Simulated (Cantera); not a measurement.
Charge: 1 mol MgO, 2 mol Cl₂, 5 mol O₂, held at 1423.15 K.

Method: chemical equilibrium by Gibbs-energy minimisation in Cantera with the NASA 1993 tables (ideal gas, pure condensed phases). Candidate condensed phases: Mg, MgCl₂, MgO; 11 gas species. Kinetics and transport are ignored.

Problem. At 42.0 Torr, list the 5 most abundant gas species with their mole fractions, and the condensed phases.

Solution. O₂ 0.702, Cl₂ 0.172, MgCl₂ 0.0660, Cl 0.0594, ClO 0.000321. Condensed: MgO(s).
